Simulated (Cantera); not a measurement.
An adiabatic, constant-pressure homogeneous reactor starts with CH4 : CO : O2 : N2 = 1 : 0.33 : 1.67 : 6.26 (molar parts), equivalence ratio 1.3, at 1525 K and 1100000 Pa.

Computed with Cantera and GRI-Mech 3.0 (53 species, 325 reactions).

**Question.** Predict: time of steepest temperature rise; temperature at 0.100 s; equilibrium temperature; x(CO) at 0.100 s; x(O2) at 0.100 s; x(HCN) at 0.100 s.

**Answer.** 
- time of steepest temperature rise: 0.172 ms
- temperature at 0.100 s: 2926 K
- equilibrium temperature: 2926 K
- x(CO) at 0.100 s: 0.0814 (gas-phase equilibrium 0.0814)
- x(O2) at 0.100 s: 0.00267 (gas-phase equilibrium 0.00267)
- x(HCN) at 0.100 s: 5.49e-8 (gas-phase equilibrium 5.49e-8)
